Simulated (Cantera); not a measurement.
Input (Python, Cantera):

```python
import numpy as np
import cantera as ct

gas = ct.Solution("gri30.yaml")


def delay(T, t_max=10):
    gas.TPX = T, 740000, {'CH4': 1, 'O2': 2.9, 'N2': 20}
    reactor = ct.IdealGasReactor(gas, clone=False)
    net = ct.ReactorNet([reactor])
    net.rtol, net.atol = 1e-8, 1e-16
    while net.time < t_max:
        t_old, T_old = net.time, reactor.T
        net.step()
        if reactor.T > T + 400:  # ignition: a rise of 400 K
            return t_old + (T + 400 - T_old) / (reactor.T - T_old) * (net.time - t_old)
    return np.nan


taus = []
for T in [1073, 1148, 1223, 1298, 1373, 1448, 1523, 1598, 1673, 1748]:
    taus.append(delay(T))
    print(f"T0 = {T:6g} K   tau = {taus[-1]:.4e} s")
```

Result:

```
T0 =   1073 K   tau = 5.1809e-02 s
T0 =   1148 K   tau = 1.8271e-02 s
T0 =   1223 K   tau = 7.0740e-03 s
T0 =   1298 K   tau = 2.9258e-03 s
T0 =   1373 K   tau = 1.2761e-03 s
T0 =   1448 K   tau = 5.8247e-04 s
T0 =   1523 K   tau = 2.7752e-04 s
T0 =   1598 K   tau = 1.3852e-04 s
T0 =   1673 K   tau = 7.2915e-05 s
T0 =   1748 K   tau = 4.0668e-05 s
```

Model: GRI-Mech 3.0 (53 species, 325 reactions), integrated in Cantera.
